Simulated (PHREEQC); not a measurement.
# Acid rinse or clean: speciation

Dissolve 140 mmol/kgw HBr, 0.11 mmol/kgw NiCl2 and 0.089 mmol/kgw CuCl2 at 90 °C. Closed to the air; pH follows from the charge balance.

Model: ion-association model, wateq4f.dat, run in PHREEQC.

Each row changes one thing in this solution. No solid was allowed to form.

```
case                                     pH  ionic strength (mol/kgw)  Ni+2 (mol/kgw)  NiBr+ (mol/kgw)  CuCl+ (mol/kgw)  NiCl+ (mol/kgw)  SI of Tenorite (CuO)  SI of Cu(OH)2 (Cu(OH)2)
-------------------------------------  ----  ------------------------  --------------  ---------------  ---------------  ---------------  --------------------  -----------------------
as made                                0.96                     0.141         9.75e-5          1.25e-5          4.08e-7          2.72e-8                 -8.26                    -9.28
diluted 10-fold with water             1.91                    0.0141         1.07e-5          2.74e-7          7.75e-9         6.18e-10                 -7.09                    -8.10
NiCl2 from 0.00011 to 0.00022 mol/kgw  0.96                     0.141        0.000195          2.49e-5          6.31e-7              ___                 -8.26                    -9.28
NiCl2 from 0.00011 to 0.00055 mol/kgw  0.96                     0.142        0.000487          6.21e-5          1.29e-6          4.35e-7                 -8.27                    -9.29
diluted 5-fold with water              1.62                    0.0281         2.11e-5          9.01e-7              ___              ___                 -7.43                    -8.45
temperature from 90 to 5 °C            0.94                     0.141         9.52e-5          1.48e-5          1.24e-8          3.23e-8                -11.02                   -12.04
0.016 mol/kgw CdSO4 added              1.01                       ___         9.74e-5          1.08e-5              ___          2.52e-8                 -8.17                    -9.19
```

Q: Some entries are withheld; supply them.

A: 
- NiCl2 from 0.00011 to 0.00022 mol/kgw, NiCl+ (mol/kgw): 8.43e-8
- diluted 5-fold with water, CuCl+ (mol/kgw): 2.64e-8
- diluted 5-fold with water, NiCl+ (mol/kgw): 2.02e-9
- 0.016 mol/kgw CdSO4 added, ionic strength (mol/kgw): 0.143
- 0.016 mol/kgw CdSO4 added, CuCl+ (mol/kgw): 3.71e-7

Species that the database lacks are ignored. At this temperature some constants are extrapolated from 25 °C, and those without enthalpy data are left unchanged.
